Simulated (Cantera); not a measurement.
Input (Python, Cantera):

```python
import numpy as np
import cantera as ct

gas = ct.Solution("gri30.yaml")
gas.TPX = 2675, 13332, {'CH4': 0.03, 'H2': 1}
reactor = ct.IdealGasConstPressureReactor(gas, energy="off", clone=False)
net = ct.ReactorNet([reactor])
net.rtol, net.atol = 1e-08, 1e-18
show = ['CH4', 'H2', 'H', 'CH3', 'C2H']
times = np.geomspace(0.0003, 4, 13)

steps = ct.SolutionArray(gas, extra=["t"])
rows = []
print(f"{'t/s':>10s}{'T/K':>9s}{'P/Pa':>11s}" + "".join(f"{s:>11s}" for s in show))
for t in times:
    while net.time < t:
        t_next = net.step()
        steps.append(gas.state, t=t_next)
    rows.append([np.interp(t, steps.t, y) for y in (steps.T, steps.P, *steps(*show).X.T)])
    print(f"{t:10.3e}{rows[-1][0]:9.1f}{rows[-1][1]:11.4g}" + "".join(f"{x:11.3e}" for x in rows[-1][2:]))
rate = np.gradient(steps.T, steps.t)
print("integrator steps:", len(steps.t))
if steps.T.max() > steps.T[0] + 200:
    print(f"time of steepest temperature rise: {steps.t[rate.argmax()]:.4e} s")
gas.TPX = 2675, 13332, {'CH4': 0.03, 'H2': 1}
gas.equilibrate("TP")
print(f"equilibrium (TP): T = {gas.T:.1f} K  " + "  ".join(f"{s} {gas[s].X[0]:.3e}" for s in show))
```

Output:

```
       t/s      T/K       P/Pa        CH4         H2          H        CH3        C2H
 3.000e-04   2675.0  1.333e+04  1.561e-03  9.344e-01  5.014e-02  1.448e-03  6.605e-05
 6.620e-04   2675.0  1.333e+04  3.735e-04  9.260e-01  5.982e-02  4.174e-04  8.643e-05
 1.461e-03   2675.0  1.333e+04  9.515e-05  9.145e-01  7.168e-02  1.288e-04  1.064e-04
 3.224e-03   2675.0  1.333e+04  2.868e-05  8.976e-01  8.882e-02  4.887e-05  1.336e-04
 7.114e-03   2675.0  1.333e+04  1.396e-05  8.756e-01  1.110e-01  3.040e-05  1.689e-04
 1.570e-02   2675.0  1.333e+04  9.974e-06  8.590e-01  1.278e-01  2.543e-05  1.960e-04
 3.464e-02   2675.0  1.333e+04  9.292e-06  8.551e-01  1.317e-01  2.452e-05  2.024e-04
 7.644e-02   2675.0  1.333e+04  9.275e-06  8.550e-01  1.318e-01  2.450e-05  2.026e-04
 1.687e-01   2675.0  1.333e+04  9.275e-06  8.550e-01  1.318e-01  2.450e-05  2.026e-04
 3.722e-01   2675.0  1.333e+04  9.275e-06  8.550e-01  1.318e-01  2.450e-05  2.026e-04
 8.214e-01   2675.0  1.333e+04  9.275e-06  8.550e-01  1.318e-01  2.450e-05  2.026e-04
 1.813e+00   2675.0  1.333e+04  9.275e-06  8.550e-01  1.318e-01  2.450e-05  2.026e-04
 4.000e+00   2675.0  1.333e+04  9.275e-06  8.550e-01  1.318e-01  2.450e-05  2.026e-04
integrator steps: 1361
equilibrium (TP): T = 2675.0 K  CH4 9.421e-06  H2 8.550e-01  H 1.318e-01  CH3 2.488e-05  C2H 2.026e-04
```

Model: GRI-Mech 3.0 (53 species, 325 reactions), integrated in Cantera. GRI-Mech 3.0 stops at C3 and has no aromatics, soot or wall deposition, so with more carbon than oxygen in the feed, carbon stays in small species such as C2H2 where larger ones or solid carbon would form.
